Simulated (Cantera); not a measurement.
Charge: 1 mol Si, 0.59 mol HCl, 0.73 mol H2, held at 1.90 bar.

Method: chemical equilibrium by Gibbs-energy minimisation in Cantera with the NASA 1993 tables (ideal gas, pure condensed phases). Candidate condensed phases: Si; 19 gas species. The tables' values for SiCl3 are old estimates; treat these amounts as uncertain. Equilibrium is a limit: real reactors are often held back by kinetics, nucleation or transport.

x: gas mole fraction; n: condensed amount in mol.

```tsv
T (K)	x H2	x HCl	x SiCl4	x SiHCl3	x SiCl2	x SiCl3	n Si(s)
623	0.855	5.00e-5	0.0794	0.0629	1.46e-9	3.47e-7	0.833
723	0.855	(withheld)	0.0809	0.0605	(withheld)	5.88e-6	0.833
823	0.855	(withheld)	0.0819	0.0583	(withheld)	4.97e-5	0.834
923	0.853	0.00446	0.0824	0.0561	3.35e-5	0.000262	0.835
1023	0.849	0.0109	0.0815	0.0537	0.000249	0.000981	0.837
1123	0.840	0.0225	0.0786	0.0504	0.00127	0.00283	0.840
1223	0.827	0.0402	0.0721	0.0457	0.00476	0.00656	0.844
1323	0.806	0.0639	0.0608	0.0389	0.0139	0.0124	0.846
1423	0.781	0.0908	0.0447	0.0298	0.0318	0.0190	0.844
```

### Question
Some entries are withheld; supply them.

### Answer

- 823, x HCl: 0.00145
- 823, x SiCl2: 2.71e-6
- 723, x HCl: 0.000342
- 723, x SiCl2: 1.07e-7
